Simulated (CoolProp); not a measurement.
A single-stage vapour-compression cycle with R1132(E): evaporating at 271.15 K (dew point), condensing at 310.15 K (bubble point), superheat 2 K, subcooling 8 K, compressor efficiency 0.85, no pressure losses. Each further row changes one setting.

Computed with CoolProp (reference Helmholtz-energy equation of state, Akasaka 2024).

```json
[
 {"case": "as stated", "cooling COP": "4.95", "pressure ratio": "2.91", "discharge temperature (K)": "332.0", "refrigerating effect (kJ/kg)": "199", "volumetric capacity (kJ/m³)": "4970"},
 {"case": "evaporating temperature 276.15 K", "cooling COP": "5.90", "pressure ratio": "2.50", "discharge temperature (K)": "329.1", "refrigerating effect (kJ/kg)": "202", "volumetric capacity (kJ/m³)": "5870"},
 {"case": "condensing temperature 305.15 K", "cooling COP": "5.87", "pressure ratio": "2.58", "discharge temperature (K)": "324.8", "refrigerating effect (kJ/kg)": "209", "volumetric capacity (kJ/m³)": "5210"},
 {"case": "subcooling 13 K", "cooling COP": "5.19", "pressure ratio": "2.91", "discharge temperature (K)": "332.0", "refrigerating effect (kJ/kg)": "209", "volumetric capacity (kJ/m³)": "5210"},
 {"case": "superheat 12 K", "cooling COP": "4.91", "pressure ratio": "2.91", "discharge temperature (K)": "342.1", "refrigerating effect (kJ/kg)": "210", "volumetric capacity (kJ/m³)": "4960"},
 {"case": "compressor efficiency 0.75", "cooling COP": "4.37", "pressure ratio": "2.91", "discharge temperature (K)": "336.0", "refrigerating effect (kJ/kg)": "199", "volumetric capacity (kJ/m³)": "4970"}
]
```
